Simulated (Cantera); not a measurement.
Input: 1 mol HMDSO, 7.8 mol NO, 0.1 mol CO2, equilibrated at 25.0 Pa.

Cantera equilibrium calculation (NASA polynomials, part measured and part estimated; ideal gas, pure solids and liquids). Candidate condensed phases: C, C6H6, C7H8, C8H18, H2O, Si, SiC, SiO2, Si2N2O, Si3N4; 151 gas species. The feed counts by its element totals alone. Mutual solubility and eutectic melting of coexisting phases are not modelled. The tables hold silica as quartz up to 1696 K and as liquid above; real silica turns to tridymite and cristobalite and melts near 1996 K. The numbers say what is thermodynamically allowed, not how fast it happens.

Task: Which condensed phases are stable at each of these points (T (K)): 1348, 1398, 1448, 1498, 1548, 1598, 1648, 1698, 1748, 1798, 1848?

Result: 
```
T (K)            condensed phases  Si condensed (%)
-----  --------------------------  ----------------
1348   SiO2(β-quartz) + Si2N2O(s)              97.6
1398   SiO2(β-quartz) + Si2N2O(s)              87.7
1448               SiO2(β-quartz)              45.0
1498               SiO2(β-quartz)              44.9
1548               SiO2(β-quartz)              44.7
1598               SiO2(β-quartz)              44.0
1648               SiO2(β-quartz)              41.9
1698              SiO2(condensed)              36.1
1748              SiO2(condensed)              23.7
1798              SiO2(condensed)               1.2
1848                     gas only               0.0
```

From 1348 K to 1398 K the condensed part is SiO2(β-quartz) + Si2N2O(s). From 1448 K to 1648 K the condensed part is SiO2(β-quartz). From 1698 K to 1798 K the condensed part is SiO2(condensed). At 1848 K nothing is condensed.
